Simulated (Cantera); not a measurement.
A closed system holds: 1 mol C₂H₄, 0.2 mol NH₃, 43 mol H₂, held at 20.0 Pa.

Method: chemical equilibrium by Gibbs-energy minimisation in Cantera with the NASA 1993 tables (ideal gas, pure condensed phases). Candidate condensed phases: C, C₆H₆, C₇H₈, C₈H₁₈; 92 gas species. Rates play no part. All values below are at 2848 K.

Base state: H 0.963, H₂ 0.0199, C 0.0113, C₃ 0.00244, C₂ 0.00117, N₂ 0.000770, CN 0.000523, C₂H 0.000216 (mole fractions); condensed: gas only.

Problem. What changes in the equilibrium state with this change: H₂ from 43 to 9.2 mol?

Solution. 
| species | before | after |
|---|---|---|
| H | 0.963 | 0.933 |
| C | 0.0113 | 0.0215 |
| H₂ | 0.0199 | 0.0186 |
| C₃ | 0.00244 | 0.0167 |
| C₅ | 1.15e-6 | 2.86e-5 |
| C₄ | 1.07e-6 | 1.39e-5 |
| N₂ | 0.000770 | 0.00298 |
| CN | 0.000523 | 0.00195 |
| HCN | 0.000122 | 0.000441 |
